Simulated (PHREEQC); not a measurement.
Na2CO3 is added in steps, without added water, to 1 kg of water holding 0.019 mol/kgw K2CO3 and 0.019 mol/kgw CO2, at 25 °C. Oxygen alone is held at its pressure in air (log pO2 = -0.68). The system is closed to CO2. Precipitation was switched off in this run.

Base run: PHREEQC, ion-association model, wateq4f.dat. Each further column changes one thing. The table gives pH.

```json
[
 {"Na2CO3 added (mol)": "0", "base": "8.19", "diluted 5-fold with water": "(withheld)", "CO2 left out": "11.11", "CO2 replaced by NaHCO3 at the same molality": "9.99", "solids may form": "8.19"},
 {"Na2CO3 added (mol)": "0.001625", "base": "8.75", "diluted 5-fold with water": "(withheld)", "CO2 left out": "11.12", "CO2 replaced by NaHCO3 at the same molality": "10.02", "solids may form": "8.75"},
 {"Na2CO3 added (mol)": "0.003792", "base": "9.07", "diluted 5-fold with water": "(withheld)", "CO2 left out": "11.13", "CO2 replaced by NaHCO3 at the same molality": "10.05", "solids may form": "9.07"},
 {"Na2CO3 added (mol)": "0.005417", "base": "9.20", "diluted 5-fold with water": "9.94", "CO2 left out": "11.14", "CO2 replaced by NaHCO3 at the same molality": "10.07", "solids may form": "9.20"},
 {"Na2CO3 added (mol)": "0.007583", "base": "9.32", "diluted 5-fold with water": "10.06", "CO2 left out": "11.15", "CO2 replaced by NaHCO3 at the same molality": "10.09", "solids may form": "9.32"},
 {"Na2CO3 added (mol)": "0.009208", "base": "9.39", "diluted 5-fold with water": "10.12", "CO2 left out": "11.16", "CO2 replaced by NaHCO3 at the same molality": "10.11", "solids may form": "9.39"},
 {"Na2CO3 added (mol)": "0.01137", "base": "9.47", "diluted 5-fold with water": "10.19", "CO2 left out": "11.16", "CO2 replaced by NaHCO3 at the same molality": "10.13", "solids may form": "9.47"},
 {"Na2CO3 added (mol)": "0.013", "base": "9.51", "diluted 5-fold with water": "10.23", "CO2 left out": "11.17", "CO2 replaced by NaHCO3 at the same molality": "10.14", "solids may form": "9.51"}
]
```

Task: Some entries are withheld; supply them.

Result: 
- 0, diluted 5-fold with water: 8.26
- 0.001625, diluted 5-fold with water: 9.49
- 0.003792, diluted 5-fold with water: 9.82

 Solids allowed in the column 'solids may form': Nahcolite, Natron.
